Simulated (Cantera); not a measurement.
A perfectly stirred reactor is fed with H₂ : O₂ : N₂ : NO = 1 : 1.22 : 4.59 : 0.02 (molar parts), at 7.60 atm; it is adiabatic with a 425 K inlet, and is followed from long to short residence time, starting on the burning branch (τ in s: 0.067, 0.03, 0.013, 0.0059, 0.0026, 0.0012, 0.00051, 0.00023, 0.0001, 4.5e-05, 2e-05, 8.9e-06, 3.9e-06).

Computed with Cantera and GRI-Mech 3.0 (53 species, 325 reactions). The hydrogen kinetics of GRI-Mech 3.0 are dated; newer H2 mechanisms differ, most at raised pressure. The mechanism lacks 2 NO + O2 → 2 NO2 and HONO, so NO2 and the effect of NO are under-described below about 1400 K.

Question: Predict: blow-out, bracketed by the residence times tried; x(H₂) at τ = 67.0 ms; x(O₂) at τ = 67.0 ms; x(NO) at τ = 67.0 ms; x(H) at τ = 67.0 ms; x(N₂O) at τ = 67.0 ms; x(H₂) at τ = 0.510 ms; x(O₂) at τ = 0.510 ms; x(NO) at τ = 0.510 ms; x(H) at τ = 0.510 ms; x(N₂O) at τ = 0.510 ms.

Answer: 
```json
{
 "blow_out_bracketed_by_the_residence_times_tried": "burning at 45.0 µs, out at 20.0 µs",
 "x(H₂) at τ = 67.0 ms": "5.98e-5",
 "x(O₂) at τ = 67.0 ms": "0.114",
 "x(NO) at τ = 67.0 ms": "0.00307",
 "x(H) at τ = 67.0 ms": "3.32e-7",
 "x(N₂O) at τ = 67.0 ms": "8.68e-7",
 "x(H₂) at τ = 0.510 ms": "0.00177",
 "x(O₂) at τ = 0.510 ms": "0.114",
 "x(NO) at τ = 0.510 ms": "0.00303",
 "x(H) at τ = 0.510 ms": "3.80e-5",
 "x(N₂O) at τ = 0.510 ms": "5.91e-6"
}
```
